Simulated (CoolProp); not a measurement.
Vapour-liquid equilibrium of dimethyl carbonate (1) + n-decane (2) at 468.5 K; x and y are mole fractions of (1).

Computed with CoolProp (multi-fluid Helmholtz-energy mixture model, Zhou 2011 and Lemmon 2006; pair parameters Bell 2016).

| x | bubble pressure (kPa) | y at the bubble point | dew pressure at overall composition x (kPa) | liquid density (mol/L) |
|---|---|---|---|---|
| 0.05 | 296.8 | [?] | 178.0 | 4.208 |
| 0.2 | 587.9 | [?] | 212.1 | 4.558 |
| 0.35 | 770.4 | [?] | 260.9 | 4.973 |
| 0.5 | [?] | 0.841 | 337.8 | 5.490 |
| 0.65 | 996.3 | 0.876 | 476.2 | 6.161 |
| 0.8 | [?] | 0.917 | 772.4 | [?] |
| 0.95 | [?] | [?] | 1162 | 8.363 |

**Question.** Fill in the missing entries.

**Answer.** 
- 0.05, y at the bubble point: 0.430
- 0.2, y at the bubble point: 0.722
- 0.35, y at the bubble point: 0.799
- 0.5, bubble pressure (kPa): 894.2
- 0.8, bubble pressure (kPa): 1097
- 0.8, liquid density (mol/L): 7.074
- 0.95, bubble pressure (kPa): 1203
- 0.95, y at the bubble point: 0.975

No azeotrope shows between x = 0.05 and 0.95.

The pair parameters rest on a limited set of measurements; away from them the model extrapolates. With so large a gap from Raoult's law the liquid may split in two, which this calculation doesn't test in full.
